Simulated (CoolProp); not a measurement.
A closed Brayton cycle with carbon dioxide: compressor inlet 307.15 K and 9.9 MPa, high pressure 25.3 MPa, turbine inlet 635 K, compressor efficiency 0.89, turbine efficiency 0.9, recuperator effectiveness 0.9 (on enthalpy, no pinch check). Each further row changes one setting.

Values from CoolProp's reference Helmholtz-energy equation of state, Span 1996.

```json
[
 {"case": "as stated", "thermal efficiency (%)": "29.5", "net work (kJ/kg)": "67.4", "compressor to turbine work": "0.25", "compressor exit (K)": "330.4", "turbine exit (K)": "536.7"},
 {"case": "turbine inlet 585 K", "thermal efficiency (%)": "27.1", "net work (kJ/kg)": "57.7", "compressor to turbine work": "[?]", "compressor exit (K)": "330.4", "turbine exit (K)": "490.4"},
 {"case": "compressor inlet 317.15 K", "thermal efficiency (%)": "27.5", "net work (kJ/kg)": "61.1", "compressor to turbine work": "0.32", "compressor exit (K)": "359.1", "turbine exit (K)": "536.7"},
 {"case": "high pressure 21.5 MPa", "thermal efficiency (%)": "28.7", "net work (kJ/kg)": "58.7", "compressor to turbine work": "[?]", "compressor exit (K)": "[?]", "turbine exit (K)": "553.4"},
 {"case": "recuperator effectiveness 0.5", "thermal efficiency (%)": "19.6", "net work (kJ/kg)": "67.4", "compressor to turbine work": "0.25", "compressor exit (K)": "330.4", "turbine exit (K)": "536.7"}
]
```

Q: Fill in the missing entries.

A: 
- turbine inlet 585 K, compressor to turbine work: 0.28
- high pressure 21.5 MPa, compressor to turbine work: 0.23
- high pressure 21.5 MPa, compressor exit (K): 325.6
